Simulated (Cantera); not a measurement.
Charge: 1 mol MgF2, 0.53 mol HF, 10 mol H2, at 823.15 K and 0.0195 Torr.

Cantera equilibrium calculation (NASA polynomials, part measured and part estimated; ideal gas, pure solids and liquids). Candidate condensed phases: Mg, MgF2; 17 gas species. Rates play no part.

Base state: H2 0.950, HF 0.0503 (mole fractions); condensed: MgF2(s).

### Question
What changes in the equilibrium state with this change: temperature from 823.15 K to 1773 K?

### Answer
```json
[
 {"species": "H2", "before": "0.950", "after": "0.683"},
 {"species": "HF", "before": "0.0503", "after": "0.193"},
 {"species": "Mg", "before": "<1e-9", "after": "0.0745"},
 {"species": "H", "before": "1.41e-9", "after": "0.0461"},
 {"species": "MgF", "before": "<1e-9", "after": "0.00220"},
 {"species": "MgF2", "before": "<1e-9", "after": "0.00151"},
 {"species": "MgF2(s), mol", "before": "1.00", "after": "0"}
]
```

### Question
What changes in the equilibrium state with this change: temperature from 823.15 K to 2198.15 K?

### Answer
```
species        before     after
------------  -------  --------
H             1.41e-9     0.546
H2              0.950     0.250
HF             0.0503     0.146
Mg              <1e-9    0.0575
MgF             <1e-9  0.000501
F               <1e-9  0.000273
MgF2            <1e-9   2.70e-5
MgF2(s), mol     1.00         0
```

### Question
What changes in the equilibrium state with this change: temperature from 823.15 K to 2273 K?

### Answer
| species | before | after |
|---|---|---|
| H | 1.41e-9 | 0.653 |
| H2 | 0.950 | 0.157 |
| HF | 0.0503 | 0.135 |
| Mg | <1e-9 | 0.0533 |
| F | <1e-9 | 0.000611 |
| MgF | <1e-9 | 0.000443 |
| MgF2(s), mol | 1.00 | 0 |
